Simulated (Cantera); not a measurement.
A closed system holds: 1 mol SiCl4, 0.042 mol HCl, 1000 mol H2, 1.2 mol C2H4, at 10.0 mbar.

Cantera equilibrium calculation (NASA polynomials, part measured and part estimated; ideal gas, pure solids and liquids). Candidate condensed phases: C, C6H6, C7H8, C8H18, Si, SiC; 109 gas species. Rates play no part.

log p: log10 of the partial pressure in bar; n: condensed amount in mol.

```tsv
T (K)	log p H2	log p HCl	log p H	log p CH4	log p C2H2 (acetylene)	log p Cl	n SiC(s)	n C(graphite)
948	-2.00	-4.39	-10.28	-4.86	-11.76	-12.69	1.000	0
1023	-2.00	-4.40	[?]	[?]	[?]	[?]	1.000	[?]
1098	-2.00	-4.40	-8.61	-5.44	-9.90	-11.05	1.000	1.04
1173	-2.00	-4.40	-7.93	-5.71	-9.21	-10.38	1.000	1.21
1248	-2.00	-4.40	-7.33	-5.96	-8.62	-9.79	1.000	1.29
1323	-2.00	-4.40	-6.80	-6.17	-8.09	-9.27	1.000	1.33
1398	-2.00	-4.40	[?]	[?]	[?]	[?]	1.000	1.35
1473	-2.00	-4.40	-5.90	-6.54	-7.19	-8.38	1.000	1.36
1548	-2.00	-4.40	-5.51	-6.69	-6.81	-8.00	0.999	1.35
1623	-2.00	-4.40	-5.16	-6.83	-6.46	-7.66	0.999	1.32
1698	-2.00	-4.40	-4.84	-6.96	-6.14	-7.34	0.998	1.25
1773	-2.00	-4.40	-4.55	-7.08	-5.86	-7.06	0.993	1.12
```

**Question.** Fill in the missing entries.

**Answer.** 
- 1398, log p H: -6.33
- 1398, log p CH4: -6.36
- 1398, log p C2H2 (acetylene): -7.61
- 1398, log p Cl: -8.80
- 1023, log p H: -9.38
- 1023, log p CH4: -5.13
- 1023, log p C2H2 (acetylene): -10.68
- 1023, log p Cl: -11.81
- 1023, n C(graphite): 0.654
